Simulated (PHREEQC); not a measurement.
A solution holds 0.22 mol TMAH and 2.1e-05 mol H4SiO4 per kg of water, at 20 °C. Closed to the air; pH follows from the charge balance.

Model: ion-association model, phreeqc.dat, run in PHREEQC.

This is a speciation only: nothing precipitates in the calculation.

### Question
What pH, activity of water does the model give?

### Answer
pH 13.36; activity of water 0.993.

### Question
In which forms is Si present?

### Answer
H2SiO4-2 72 %, H3SiO4- 28 % of the Si.

Complexes and solids missing from the database can't appear. (CH3)4N+ isn't in the database: it is added as a free cation with an ion size of 4 Å.
